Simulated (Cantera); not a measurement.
Feed: 1 mol MgCO₃, 0.014 mol O₂, 1.9 mol C, at 623 K and 0.100 bar.

Equilibrium computed with Cantera from the NASA thermochemical tables; the gas is ideal and each condensed phase is pure. Candidate condensed phases: C, Mg, MgCO₃, MgO; 15 gas species. Equilibrium is a limit: real reactors are often held back by kinetics, nucleation or transport.

Base state: CO₂ 0.992, CO 0.00788 (mole fractions); condensed: C(graphite) + MgO(s).

What changes in the equilibrium state with this change: C from 1.9 to 0.0088 mol?


| species | before | after |
|---|---|---|
| CO₂ | 0.992 | 0.995 |
| O₂ | <1e-9 | 0.00513 |
| CO | 0.00788 | <1e-9 |
| C(graphite), mol | 1.88 | 0 |
| MgO(s), mol | 1.00 | 1.00 |
